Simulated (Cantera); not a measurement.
A closed system holds: 1 mol CCl4, 0.12 mol CH4, 1.5 mol H2, equilibrated at 1398.15 K and 48.0 Pa.

Cantera equilibrium calculation (NASA polynomials, part measured and part estimated; ideal gas, pure solids and liquids). Candidate condensed phases: C, C6H6, C7H8, C8H18; 91 gas species. Kinetics and transport are ignored.

Base state: HCl 0.877, Cl 0.115, Cl2 0.00807 (mole fractions); condensed: C(graphite).

Question: What changes in the equilibrium state with this change: temperature from 1398.15 K to 2900 K?

Answer: 
```json
[
 {"species": "Cl", "before": "0.115", "after": "0.499"},
 {"species": "H", "before": "2.94e-7", "after": "0.419"},
 {"species": "C3", "before": "<1e-9", "after": "0.0352"},
 {"species": "HCl", "before": "0.877", "after": "0.0111"},
 {"species": "C", "before": "<1e-9", "after": "0.0216"},
 {"species": "C2", "before": "<1e-9", "after": "0.00641"},
 {"species": "C2H", "before": "<1e-9", "after": "0.000855"},
 {"species": "C(graphite), mol", "before": "1.12", "after": "0"}
]
```
The tables' values for CCl are old estimates; treat these amounts as uncertain.
